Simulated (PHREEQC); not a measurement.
Dissolve 19 mmol/kgw MgSO4 at 25 °C. It is in equilibrium with CO2 at log p = -3.4 (atm). Otherwise closed; pH follows from the charge balance.

The numbers come from PHREEQC with the ion-association model, wateq4f.dat.

```
Item                     Value
--------------  --------------
pH                        5.68
ionic strength  0.0467 mol/kgw
```

| species | molality | activity | log γ |
|---|---|---|---|
| Mg+2 | 0.0117 | 0.00575 | -0.308 |
| SO4-2 | 0.0117 | 0.00549 | -0.327 |
| MgSO4 | 0.00732 | 0.00740 | 0.005 |
| CO2 | 1.34e-5 | 1.36e-5 | 0.005 |
| HCO3- | 3.50e-6 | 2.91e-6 | -0.080 |
| H+ | 2.42e-6 | 2.07e-6 | -0.067 |
| HSO4- | 1.34e-6 | 1.11e-6 | -0.084 |
| MgHCO3+ | 2.39e-7 | 1.96e-7 | -0.086 |
| MgOH+ | 1.20e-8 | 1.01e-8 | -0.075 |
| OH- | 5.93e-9 | 4.83e-9 | -0.088 |

This is a speciation only: nothing precipitates in the calculation.
